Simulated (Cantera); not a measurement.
# Ammonia decomposition in nitride growth gas

A perfectly stirred reactor is fed with NH3 : N2 = 1 : 10 (molar parts), at 10.00 Torr; it is held at 2050 K, and followed from long to short residence time.

Cantera simulation using the gas-phase N/H chemistry of the illustrative SiF4/NH3 mechanism in the Surface Chemkin manual (1991); the numbers are that mechanism's predictions, not measurements. Walls and surfaces, which speed up NH3 decomposition in real reactors, are not modelled.

```json
[
 {"τ (s)": "1.9", "x NH3": "0.0261", "x N2": "0.885", "x NH2": "0.000197", "x N": "2.75e-6", "x N2H2": "3.27e-7"},
 {"τ (s)": "0.98", "x NH3": "0.0382", "x N2": "0.889", "x NH2": "0.000269", "x N": "2.78e-6", "x N2H2": "5.39e-7"},
 {"τ (s)": "0.49", "x NH3": "0.0522", "x N2": "0.894", "x NH2": "0.000354", "x N": "2.62e-6", "x N2H2": "8.25e-7"},
 {"τ (s)": "0.25", "x NH3": "0.0649", "x N2": "0.899", "x NH2": "0.000443", "x N": "2.21e-6", "x N2H2": "1.13e-6"},
 {"τ (s)": "0.12", "x NH3": "0.0759", "x N2": "0.903", "x NH2": "0.000544", "x N": "1.51e-6", "x N2H2": "1.40e-6"},
 {"τ (s)": "0.062", "x NH3": "0.0827", "x N2": "0.906", "x NH2": "0.000621", "x N": "8.24e-7", "x N2H2": "1.48e-6"},
 {"τ (s)": "0.031", "x NH3": "0.0872", "x N2": "0.908", "x NH2": "0.000641", "x N": "3.04e-7", "x N2H2": "1.23e-6"},
 {"τ (s)": "0.016", "x NH3": "0.0895", "x N2": "0.909", "x NH2": "0.000534", "x N": "8.10e-8", "x N2H2": "6.99e-7"},
 {"τ (s)": "0.0079", "x NH3": "0.0904", "x N2": "0.909", "x NH2": "0.000324", "x N": "1.84e-8", "x N2H2": "2.23e-7"},
 {"τ (s)": "0.0040", "x NH3": "0.0907", "x N2": "0.909", "x NH2": "0.000171", "x N": "6.32e-9", "x N2H2": "5.49e-8"}
]
```
x: mole fraction; the columns are a selection and need not sum to one.
